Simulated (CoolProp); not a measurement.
Dimethyl ether along the isotherm 202.9 K: Z from the reference equation and from simpler models built on Tc = 400.4 K, pc = 5337 kPa, ω = 0.196; each cubic takes its own stable root.

The numbers come from the reference Helmholtz-energy equation of state, Wu 2011 in CoolProp.

```json
[
 {"p (kPa)": "25.3", "phase": "liquid", "reference": "0.0008692", "Redlich-Kwong": "0.0009651", "Soave-Redlich-Kwong": "(withheld)"},
 {"p (kPa)": "40.9", "phase": "liquid", "reference": "0.001405", "Redlich-Kwong": "0.001560", "Soave-Redlich-Kwong": "0.001539"},
 {"p (kPa)": "66.1", "phase": "liquid", "reference": "0.002271", "Redlich-Kwong": "(withheld)", "Soave-Redlich-Kwong": "0.002488"},
 {"p (kPa)": "107", "phase": "liquid", "reference": "0.003676", "Redlich-Kwong": "(withheld)", "Soave-Redlich-Kwong": "0.004027"},
 {"p (kPa)": "172", "phase": "liquid", "reference": "0.005909", "Redlich-Kwong": "0.006560", "Soave-Redlich-Kwong": "0.006472"},
 {"p (kPa)": "279", "phase": "liquid", "reference": "0.009583", "Redlich-Kwong": "0.01064", "Soave-Redlich-Kwong": "0.01050"},
 {"p (kPa)": "450", "phase": "liquid", "reference": "(withheld)", "Redlich-Kwong": "0.01716", "Soave-Redlich-Kwong": "0.01693"},
 {"p (kPa)": "727", "phase": "liquid", "reference": "0.02496", "Redlich-Kwong": "0.02771", "Soave-Redlich-Kwong": "0.02734"},
 {"p (kPa)": "1170", "phase": "liquid", "reference": "(withheld)", "Redlich-Kwong": "(withheld)", "Soave-Redlich-Kwong": "0.04398"},
 {"p (kPa)": "1900", "phase": "liquid", "reference": "0.06516", "Redlich-Kwong": "0.07230", "Soave-Redlich-Kwong": "(withheld)"},
 {"p (kPa)": "3070", "phase": "liquid", "reference": "0.1052", "Redlich-Kwong": "0.1167", "Soave-Redlich-Kwong": "0.1152"},
 {"p (kPa)": "4950", "phase": "liquid", "reference": "0.1693", "Redlich-Kwong": "0.1877", "Soave-Redlich-Kwong": "0.1853"},
 {"p (kPa)": "8000", "phase": "liquid", "reference": "0.2729", "Redlich-Kwong": "0.3022", "Soave-Redlich-Kwong": "0.2987"}
]
```

Task: Complete the blanks.

Result: 
- 25.3, Soave-Redlich-Kwong: 0.0009522
- 66.1, Redlich-Kwong: 0.002521
- 107, Redlich-Kwong: 0.004081
- 450, reference: 0.01545
- 1170, reference: 0.04016
- 1170, Redlich-Kwong: 0.04456
- 1900, Soave-Redlich-Kwong: 0.07136
